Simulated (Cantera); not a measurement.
Input: 1 mol SiCl4, 0.99 mol Cl2, 15 mol H2, equilibrated at 1050 °C and 0.133 bar.

These are equilibrium values from Cantera (NASA tables, ideal gas, pure condensed phases), not measurements of a reactor. Candidate condensed phases: Si; 19 gas species. The tables' values for SiCl3 are old estimates; treat these amounts as uncertain. Equilibrium is a limit: real reactors are often held back by kinetics, nucleation or transport.

Base state: H2 0.783, HCl 0.159, SiCl4 0.0278, SiCl2 0.0142, SiCl3 0.00851, SiHCl3 0.00696, SiH2Cl2 0.000250 (mole fractions); condensed: gas only.

### Question
What changes in the equilibrium state with this change: temperature from 1050 °C to 802 °C?

### Answer
```
species    before     after
-------  --------  --------
H2          0.783     0.819
HCl         0.159     0.122
SiCl4      0.0278    0.0536
SiCl2      0.0142   9.86e-5
SiCl3     0.00851  0.000578
SiH2Cl2  0.000250   4.38e-5
SiHCl3    0.00696   0.00448
```
